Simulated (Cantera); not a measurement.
# Equilibrium for aluminium nitride and oxide growth: AlCl3 + H2O + N2

A closed system holds: 1 mol AlCl3, 7.5 mol H2O, 10 mol N2, at 0.00180 bar.

Method: chemical equilibrium by Gibbs-energy minimisation in Cantera with the NASA 1993 tables (ideal gas, pure condensed phases). Candidate condensed phases: Al, AlCl3, AlN, Al2O3, H2O, NH4Cl; 45 gas species. Rates play no part.

```json
[
 {"T (K)": "1273", "x N2": "0.526", "x H2O": "0.316", "x HCl": "0.158", "x H2": "0.000126", "x Cl": "0.000201", "n Al2O3(s)": "0.500"},
 {"T (K)": "1348", "x N2": "0.526", "x H2O": "0.316", "x HCl": "0.157", "x H2": "0.000281", "x Cl": "0.000426", "n Al2O3(s)": "0.500"},
 {"T (K)": "1423", "x N2": "0.526", "x H2O": "0.315", "x HCl": "0.157", "x H2": "0.000583", "x Cl": "0.000834", "n Al2O3(s)": "0.500"},
 {"T (K)": "1498", "x N2": "0.526", "x H2O": "0.315", "x HCl": "0.156", "x H2": "0.00113", "x Cl": "0.00152", "n Al2O3(s)": "0.500"},
 {"T (K)": "1573", "x N2": "0.525", "x H2O": "0.314", "x HCl": "0.155", "x H2": "0.00206", "x Cl": "0.00260", "n Al2O3(s)": "0.500"},
 {"T (K)": "1648", "x N2": "0.525", "x H2O": "0.313", "x HCl": "0.153", "x H2": "0.00355", "x Cl": "0.00423", "n Al2O3(s)": "0.500"},
 {"T (K)": "1723", "x N2": "0.524", "x H2O": "0.311", "x HCl": "0.151", "x H2": "0.00585", "x Cl": "0.00655", "n Al2O3(s)": "0.500"},
 {"T (K)": "1798", "x N2": "0.522", "x H2O": "0.308", "x HCl": "0.147", "x H2": "0.00922", "x Cl": "0.00972", "n Al2O3(s)": "0.500"},
 {"T (K)": "1873", "x N2": "0.519", "x H2O": "0.302", "x HCl": "0.142", "x H2": "0.0139", "x Cl": "0.0139", "n Al2O3(s)": "0.500"},
 {"T (K)": "1948", "x N2": "0.516", "x H2O": "0.295", "x HCl": "0.136", "x H2": "0.0203", "x Cl": "0.0190", "n Al2O3(s)": "0.500"},
 {"T (K)": "2023", "x N2": "0.511", "x H2O": "0.283", "x HCl": "0.128", "x H2": "0.0284", "x Cl": "0.0253", "n Al2O3(s)": "0.500"}
]
```
x: gas mole fraction; n: condensed amount in mol.

From 1273 K to 2023 K the condensed part is Al2O3(s).
